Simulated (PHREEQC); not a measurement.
A solution holds 0.17 mol ZnCl2, 0.00017 mol Na2SO4 and 0.0002 mol H2SO4 per kg of water, at 25 °C and 500 atm. Closed to the air; pH follows from the charge balance.

The numbers come from PHREEQC with the ion-association model, phreeqc.dat.

Problem. The ionic strength comes out as 0.438 mol/kgw. What activity coefficients do SO4-2, Zn+2, Cl-, Na+, H+ get?

Solution. SO4-2 0.22, Zn+2 0.23, Cl- 0.67, Na+ 0.73, H+ 0.77.

This is a speciation only: nothing precipitates in the calculation. Under pressure, the constants of complexes without a molar volume in the database are unreliable.
